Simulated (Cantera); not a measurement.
A Cantera script and what it prints.

```python
import numpy as np
import cantera as ct

gas_names = """
    Ca CaCL CaCL2 CaO CaOH CaO2H2 Ca2 CL CLO CL2 H HCL HOCL HO2 H2 H2O H2O2 O OH O2 O3
""".split()
cond_names = """
    Ca(a) Ca(b) Ca(L) CaCL2(s) CaCL2(L) CaO(s) CaO(L) CaO2H2(s) H2O(s) H2O(L)
""".split()


# ... load() reads the species with a 1 bar reference pressure and builds the phases ...
atoms = {
    'CaO': {'Ca': 1, 'O': 1},
    'HCl': {'H': 1, 'CL': 1},
}
top_T = {}  # K; cautious upper limits of use, not melting points


# ... equilibrate(T, P, feed) seeds the gas with the atoms and calls Mixture.equilibrate('TP', solver="vcs", rtol=1e-11, max_steps=5000) ...
results = []
T = 1775  # K
P = 9900  # Pa
for m in [3, 4.1, 5.7, 7.9, 11, 15, 21]:
    feed = {'CaO': 1, 'HCl': m}  # mol
    mix = equilibrate(T, P, feed)
    results.append((T, P, feed, dict(zip(mix.species_names, mix.species_moles))))

top = {s: max(r[3][s] / sum(r[3][g] for g in gas_names) for r in results) for s in gas_names}
cols = sorted((s for s in top if top[s] > 1e-05), key=lambda s: -top[s])[:7]
seen = [c for c in cond_names if any(r[3].get(c, 0) > 1e-12 for r in results)]
print("log10 of partial pressures in bar; condensed amounts in mol")
print(f"{'n(HCl)':>10s}" + "".join(f"{s[:9]:>10s}" for s in cols + seen))
for T, P, feed, n in results:
    ng = sum(n[g] for g in gas_names)
    print(f"{feed['HCl']:10.4g}" + "".join(f"{np.log10(max(n[s] / ng * P / 1e5, 1e-99)):10.3f}" for s in cols)
          + "".join(f"{n.get(c, 0):10.4g}" for c in seen))
```

It prints:

```
log10 of partial pressures in bar; condensed amounts in mol
    n(HCl)       HCL     CaCL2       H2O        CL        H2        OH        O2    CaO(s)
         3    -1.423    -1.520    -1.521    -3.312    -3.527    -4.501    -4.731   0.08146
       4.1    -1.302    -1.619    -1.619    -3.218    -3.474    -4.626    -5.033         0
       5.7    -1.199    -1.762    -1.762    -3.142    -3.420    -4.797    -5.428         0
       7.9    -1.138    -1.904    -1.904    -3.098    -3.384    -4.956    -5.782         0
        11    -1.098    -2.048    -2.048    -3.071    -3.360    -5.112    -6.118         0
        15    -1.073    -2.182    -2.183    -3.054    -3.345    -5.255    -6.419         0
        21    -1.054    -2.329    -2.329    -3.041    -3.333    -5.407    -6.735         0
```

Cantera equilibrium calculation (NASA polynomials, part measured and part estimated; ideal gas, pure solids and liquids). Condensed phases not in the tables: oxide chlorides.
